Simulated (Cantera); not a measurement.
An isothermal, constant-pressure homogeneous reactor starts with 18.5 % CH4, 81.5 % H2, at 1500 K and 0.0450 bar.

Model: GRI-Mech 3.0 (53 species, 325 reactions), integrated in Cantera. GRI-Mech 3.0 stops at C3 and has no aromatics, soot or wall deposition, so with more carbon than oxygen in the feed, carbon stays in small species such as C2H2 where larger ones or solid carbon would form. Radical loss at walls, strong at low pressure, is not modelled.

x: mole fraction; the columns are a selection and need not sum to one.

```
t (s)     x CH4   x H2    x C2H4    x C2H2      x H
--------  -----  -----  --------  --------  -------
5.00e-5   0.185  0.815    <1e-12    <1e-12  1.15e-7
0.000114  0.185  0.815  3.43e-12    <1e-12  2.41e-7
0.000260  0.185  0.815  4.97e-11    <1e-12  5.26e-7
0.000595  0.185  0.815  6.46e-10    <1e-12  1.18e-6
0.00136   0.185  0.815         ?  9.12e-12  2.66e-6
0.00310   0.185  0.815         ?  3.11e-10  6.01e-6
0.00707   0.185  0.815         ?   1.20e-8  1.32e-5
0.0161    0.185  0.815         ?   5.03e-7  2.65e-5
0.0368    0.185  0.815         ?   1.55e-5  4.12e-5
0.0841    0.184  0.815         ?  0.000189  4.55e-5
0.192     0.181  0.817  0.000532  0.000981  4.57e-5
0.438     0.176  0.820  0.000567   0.00311  4.61e-5
1.00      0.165  0.826  0.000562   0.00768  4.71e-5
```

**Question.** What belongs in the gaps?

**Answer.** 
- 0.00136, x C2H4: 7.96e-9
- 0.00310, x C2H4: 9.63e-8
- 0.00707, x C2H4: 1.16e-6
- 0.0161, x C2H4: 1.33e-5
- 0.0368, x C2H4: 0.000105
- 0.0841, x C2H4: 0.000344
